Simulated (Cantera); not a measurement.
Feed: 1 mol Si(CH3)4, 0.38 mol C2H2, 180 mol H2, held at 850 °C and 0.800 bar.

Cantera equilibrium calculation (NASA polynomials, part measured and part estimated; ideal gas, pure solids and liquids). Candidate condensed phases: C, C6H6, C7H8, C8H18, Si, SiC; 87 gas species. The numbers say what is thermodynamically allowed, not how fast it happens.

Base state: H2 0.979, CH4 0.0206 (mole fractions); condensed: SiC(s).

What changes in the equilibrium state with this change: 1.8 mol HF added?


| species | before | after |
|---|---|---|
| H2 | 0.979 | 0.975 |
| CH4 | 0.0206 | 0.0223 |
| SiF4 | 0 | 0.00226 |
| SiHF3 | 0 | 0.000192 |
| HF | 0 | 0.000149 |
| SiC(s), mol | 1.00 | 0.547 |
| C(graphite), mol | 0 | 0.118 |
